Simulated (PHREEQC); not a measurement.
**Buffer: speciation**

Make-up at 25 °C: 0.00096 mol NaHCO3 and 0.0036 mol K2HPO4 per kg of water. Closed to the air; pH follows from the charge balance.

Model: ion-association model, phreeqc.dat, run in PHREEQC.

This is a speciation only: nothing precipitates in the calculation.

### Question
What pH does the model give?

### Answer
pH 8.88.

### Question
In which forms is C present?

### Answer
HCO3- 95 %, CO3-2 4.7 % of the C.
